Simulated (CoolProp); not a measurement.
Vapour-liquid equilibrium of R152A (1) + methanol (2) at 0.402 MPa; x and y are mole fractions of (1).

Values from CoolProp's multi-fluid Helmholtz-energy mixture model, Outcalt 1996 and de Reuck 1993; pair parameters Bell 2016.

Give the bubble temperature and the first vapour's composition at x = 0.05, 0.65, 0.8. Is there an azeotrope?

x = 0.05: 344.2 K, y = 0.672; x = 0.65: 295.7 K, y = 0.970; x = 0.8: 291.6 K, y = 0.982. No azeotrope shows between x = 0.05 and 0.95.

Pair parameters are fitted to limited data, so mixtures are less certain than the pure fluids. With so large a gap from Raoult's law the liquid may split in two, which this calculation doesn't test in full.
